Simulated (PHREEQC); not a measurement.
A solution holds 0.001 mol/kgw H2SeO3, 0.0055 mol/kgw NH3 and 0.091 mol/kgw FeCl3, at 25 °C. Closed to the air; pH follows from the charge balance.

Model: ion-association model, wateq4f.dat, run in PHREEQC.

| quantity | before | after |
|---|---|---|
| pH | 1.93 | 2.40 |
| ionic strength (mol/kgw) | 0.372 | 0.0456 |
| Cl- (mol/kgw) | 0.215 | 0.0261 |
| FeCl+2 (mol/kgw) | 0.0405 | 0.00105 |
| Fe+3 (mol/kgw) | 0.0223 | 0.00309 |
| FeCl2+ (mol/kgw) | 0.00847 | 5.78e-5 |
| SI of Goethite (FeOOH) | +4.14 | +5.09 |

Problem. Which change was made?
A. diluted 10-fold with water
B. H2SeO3 replaced by Na2SeO3 at the same molality
C. 0.079 mol/kgw NaOH added
D. temperature from 25 to 55 °C
E. FeCl3 from 0.091 to 0.1 mol/kgw

Solution. A, diluted 10-fold with water

Precipitation was switched off in this run. Some of these states are supersaturated (in Hematite (slow to form), Goethite (slow to form), for instance).
